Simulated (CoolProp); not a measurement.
Values from CoolProp's reference Helmholtz-energy equation of state, Setzmann 1991.

Question: Give the vapour pressure (MPa), surface tension (mN/m), vapour viscosity (µPa s) of saturated methane at -163.05, -155.15 °C.

Answer: 
| T (°C) | p (MPa) | surface tension (mN/m) | vapour viscosity (µPa s) |
|---|---|---|---|
| -163.05 | 0.0889 | 13.2 | 4.18 |
| -155.15 | 0.166 | 11.7 | 4.50 |

Viscosity comes from a separate model (Quiñones-Cisneros 2006). Surface tension comes from a separate correlation (Mulero 2012).
